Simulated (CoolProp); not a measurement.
A simple Rankine cycle with R236EA: condensing at 307.15 K, boiler at 2.28 MPa, turbine inlet 396.1 K, turbine efficiency 0.7, pump efficiency 0.6, no recuperator. Each further row changes one setting.

Computed with CoolProp (reference Helmholtz-energy equation of state, Rui 2013).

| case | thermal efficiency (%) | net work (kJ/kg) | heat in (kJ/kg) | turbine exit temperature (K) | volume ratio over the turbine |
|---|---|---|---|---|---|
| as stated | 10.4 | 21.4 | 205 | 342.4 | 10.5 |
| condensing temperature 299.15 K | 11.4 | 24.5 | ___ | ___ | 13.8 |
| boiler pressure 1.6 MPa | 9.2 | 20.2 | 219 | 358.1 | ___ |
| turbine efficiency 0.6 | 8.8 | 18.0 | 205 | 345.9 | 10.7 |

Task: Fill in the missing entries.

Result: 
- condensing temperature 299.15 K, heat in (kJ/kg): 215
- condensing temperature 299.15 K, turbine exit temperature (K): 337.9
- boiler pressure 1.6 MPa, volume ratio over the turbine: 6.35
